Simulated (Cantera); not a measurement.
Feed: 1 mol B2O3, 0.98 mol NF3, 62 mol N2.

Cantera equilibrium calculation (NASA polynomials, part measured and part estimated; ideal gas, pure solids and liquids). Candidate condensed phases: B, BN, B2O3; 31 gas species. The tables' values for BF2 are old estimates. Kinetics and transport are ignored.

Question: What condenses at these points (T in °C, P in Pa): (1327, 100000); (1227, 46); (1177, 15000); (1077, 100000); (977, 1)?

Answer: 
```tsv
T (°C)	P in Pa	condensed phases	B condensed (%)
1327	100000	gas only	0.0
1227	46	gas only	0.0
1177	15000	gas only	0.0
1077	100000	B2O3	31.8
977	1	gas only	0.0
```
